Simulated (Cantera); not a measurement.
# Al2O3 + Cl2 + N2 (oxide etching and cleaning by halides)

Charge: 1 mol Al2O3, 1.9 mol Cl2, 79 mol N2, equilibrated at 1025 °C.

Cantera equilibrium calculation (NASA polynomials, part measured and part estimated; ideal gas, pure solids and liquids). Candidate condensed phases: Al, AlCl3, AlN, Al2O3; 24 gas species. Equilibrium is a limit: real reactors are often held back by kinetics, nucleation or transport.

From 1.00 Pa to 1.00 bar the condensed part is Al2O3(s). The main Al-bearing gas is AlCl3 throughout.

```
P (Pa)   x N2     x Cl     x Cl2   x AlCl3     x O2     x NO    x ClO      x O  n Al2O3(s)
------  -----  -------  --------  --------  -------  -------  -------  -------  ----------
1       0.954   0.0456  0.000140   6.53e-6  3.91e-6  1.86e-6  9.41e-9  1.07e-7       1.000
4.20    0.955   0.0447  0.000566   1.70e-5  1.11e-5  3.13e-6  3.19e-8  8.77e-8       0.999
18      0.956   0.0417   0.00210   4.15e-5  2.86e-5  5.02e-6  9.86e-8  6.80e-8       0.998
75      0.960   0.0341   0.00589   8.10e-5  5.71e-5  7.11e-6  2.33e-7  4.71e-8       0.997
320     0.965   0.0231    0.0115  0.000116  8.28e-5  8.58e-6  3.92e-7  2.74e-8       0.995
1300    0.970   0.0136    0.0163  0.000128  9.15e-5  9.05e-6  4.91e-7  1.43e-8       0.995
5600    0.973  0.00721    0.0196  0.000122  8.69e-5  8.83e-6  5.25e-7  6.72e-9       0.995
24000   0.975  0.00364    0.0215  0.000107  7.61e-5  8.27e-6  5.14e-7  3.04e-9       0.996
100000  0.976  0.00182    0.0224   9.11e-5  6.43e-5  7.61e-6  4.83e-7  1.37e-9       0.996
```
x: gas mole fraction; n: condensed amount in mol.
